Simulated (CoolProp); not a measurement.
Vapour pressure (kPa) of R227EA: the reference equation beside estimates from Tc = 374.9 K, pc = 2925 kPa, ω = 0.358. Clausius-Clapeyron is anchored at 282.9 K with a constant enthalpy of vaporisation of 20.35 kJ/mol.

Model: reference Helmholtz-energy equation of state, Lemmon 2016, in CoolProp.

```
T (K)  reference  Lee-Kesler  Clausius-Clapeyron  van der Waals  Redlich-Kwong  Soave-Redlich-Kwong  Peng-Robinson
-----  ---------  ----------  ------------------  -------------  -------------  -------------------  -------------
249.6      73.41       73.08               87.38          451.8          165.1                73.14          73.63
260.7      119.5       119.5               132.7          566.9          241.8                119.4          119.4
271.8      185.7       186.1               194.7          699.6          341.6                186.0          185.0
282.9      277.2       278.2               277.2          851.0          467.6                278.4          275.9
294        399.7       401.3               384.3           1022          623.2                402.6          397.9
305        557.9       559.7               518.9           1211          809.7                563.3          555.9
316.1      761.2       762.8               687.8           1424           1033                770.2          759.8
327.2       1016        1016               894.4           1658           1296                 1029           1016
```

Absolute difference from the reference over all 8 rows, mean and median: Lee-Kesler 0.2 and 0.3 %, Clausius-Clapeyron 8.4 and 8.3 %, van der Waals 224.6 and 181.3 %, Redlich-Kwong 68.0 and 62.3 %, Soave-Redlich-Kwong 0.7 and 0.6 %, Peng-Robinson 0.3 and 0.3 %.
